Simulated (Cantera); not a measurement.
# Thermodynamics of silicon epitaxy and polysilicon growth, feed Si₂H₆ + Cl₂ + N₂

Input: 1 mol Si₂H₆, 0.82 mol Cl₂, a varied amount of N₂, at 1073.15 K and 0.0550 bar.

Method: chemical equilibrium by Gibbs-energy minimisation in Cantera with the NASA 1993 tables (ideal gas, pure condensed phases). Candidate condensed phases: NH₄Cl, Si, Si₃N₄; 28 gas species. The feed counts by its element totals alone. N₂ is the only nitrogen source here; it is nearly inert below about 1500 K, so the nitride shown seldom forms there in practice. The tables' values for SiCl₃ are old estimates; treat these amounts as uncertain. The numbers say what is thermodynamically allowed, not how fast it happens.

```csv
n(N₂) (mol),x N₂,x H₂,x HCl,x SiCl₄,x SiHCl₃,n Si₃N₄(s)
7.2,0.607,0.228,0.163,0.00163,2.82e-5,0.661
9.8,0.690,0.179,0.130,0.000977,1.66e-5,0.663
13,0.754,0.142,0.103,0.000599,1.01e-5,0.663
18,0.814,0.107,0.0787,0.000335,5.59e-6,0.664
25,0.861,0.0797,0.0589,0.000183,3.03e-6,0.665
35,0.898,0.0584,0.0434,9.72e-5,1.60e-6,0.665
47,0.923,0.0442,0.0329,5.54e-5,9.11e-7,0.666
65,0.943,0.0324,0.0242,2.96e-5,4.86e-7,0.666
89,0.958,0.0239,0.0179,1.60e-5,2.63e-7,0.666
120,0.969,0.0178,0.0134,8.92e-6,1.46e-7,0.666
170,0.978,0.0126,0.00949,4.49e-6,7.34e-8,0.666
```
x: gas mole fraction; n: condensed amount in mol.

From 7.2 mol N₂ to 170 mol N₂ the condensed part is Si₃N₄(s). The main Si-bearing gas is SiCl₄ throughout.
